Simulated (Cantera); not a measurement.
A perfectly stirred reactor is fed with NH3 : N2 = 1 : 7.3 (molar parts), at 750 Torr; it is held at 1975 K, and followed from long to short residence time.

Cantera simulation using the gas-phase N/H chemistry of the illustrative SiF4/NH3 mechanism in the Surface Chemkin manual (1991); the numbers are that mechanism's predictions, not measurements. Walls and surfaces, which speed up NH3 decomposition in real reactors, are not modelled.

Q: What does this change do: NH3 1 to 0.6 parts?

A: 
```json
[
 {"quantity": "x(NH3) at τ = 3.90 s", "before": "0.00259", "after": "0.00157"},
 {"quantity": "x(N2H4) at τ = 3.90 s", "before": "1.89e-10", "after": "9.97e-11"},
 {"quantity": "x(N2H2) at τ = 3.90 s", "before": "5.13e-9", "after": "3.20e-9"},
 {"quantity": "x(H2) at τ = 3.90 s", "before": "0.158", "after": "0.104"},
 {"quantity": "x(N) at τ = 3.90 s", "before": "4.25e-7", "after": "4.39e-7"},
 {"quantity": "x(NH3) at τ = 83.0 ms", "before": "0.0481", "after": "0.0306"},
 {"quantity": "x(N2H4) at τ = 83.0 ms", "before": "1.39e-8", "after": "7.86e-9"},
 {"quantity": "x(N2H2) at τ = 83.0 ms", "before": "1.92e-7", "after": "1.21e-7"},
 {"quantity": "x(H2) at τ = 83.0 ms", "before": "0.0967", "after": "0.0631"},
 {"quantity": "x(N) at τ = 83.0 ms", "before": "6.23e-7", "after": "6.34e-7"}
]
```

Q: What does this change do: pressure from 750 Torr to 285 Torr?

A: 
```
quantity                  before     after
----------------------  --------  --------
x(NH3) at τ = 3.90 s     0.00259   0.00433
x(N2H4) at τ = 3.90 s   1.89e-10  1.93e-10
x(N2H2) at τ = 3.90 s    5.13e-9   1.34e-8
x(H2) at τ = 3.90 s        0.158     0.155
x(N) at τ = 3.90 s       4.25e-7   6.57e-7
x(NH3) at τ = 83.0 ms     0.0481    0.0719
x(N2H4) at τ = 83.0 ms   1.39e-8   1.07e-8
x(N2H2) at τ = 83.0 ms   1.92e-7   3.51e-7
x(H2) at τ = 83.0 ms      0.0967    0.0647
x(N) at τ = 83.0 ms      6.23e-7   6.42e-7
```
